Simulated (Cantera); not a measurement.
Charge: 1 mol Al2O3, 0.24 mol HCl, at 2100 Torr.

Cantera equilibrium calculation (NASA polynomials, part measured and part estimated; ideal gas, pure solids and liquids). Candidate condensed phases: Al, AlCl3, Al2O3, H2O; 29 gas species. Condensed phases not in the tables: AlOCl. Gases not in the tables: Al(OH)3. Rates play no part.

x: gas mole fraction; n: condensed amount in mol.

| T (K) | x HCl | x H2O | x AlCl3 | x Cl | n Al2O3(s) |
|---|---|---|---|---|---|
| 923 | 0.999 | 0.000338 | 0.000225 | 9.64e-8 | 1.000 |
| 973 | 0.999 | 0.000519 | 0.000346 | 3.02e-7 | 1.000 |
| 1023 | 0.999 | 0.000764 | 0.000509 | 8.48e-7 | 1.000 |
| 1073 | 0.998 | ? | ? | ? | 1.000 |
| 1123 | 0.997 | 0.00148 | 0.000989 | 5.03e-6 | 1.000 |
| 1173 | 0.997 | 0.00198 | 0.00132 | 1.09e-5 | 1.000 |
| 1223 | 0.996 | ? | ? | ? | 1.000 |
| 1273 | 0.994 | 0.00327 | 0.00218 | 4.20e-5 | 1.000 |
| 1323 | 0.993 | 0.00408 | 0.00272 | 7.59e-5 | 1.000 |
| 1373 | 0.991 | 0.00499 | 0.00333 | 0.000131 | 1.000 |
| 1423 | 0.989 | 0.00602 | 0.00402 | 0.000216 | 1.000 |
| 1473 | 0.987 | 0.00717 | 0.00478 | 0.000343 | 0.999 |
| 1523 | 0.985 | 0.00842 | 0.00561 | 0.000526 | 0.999 |

Problem. Complete the blanks.

Solution. 
- 1223, x H2O: 0.00257
- 1223, x AlCl3: 0.00171
- 1223, x Cl: 2.20e-5
- 1073, x H2O: 0.00108
- 1073, x AlCl3: 0.000721
- 1073, x Cl: 2.15e-6
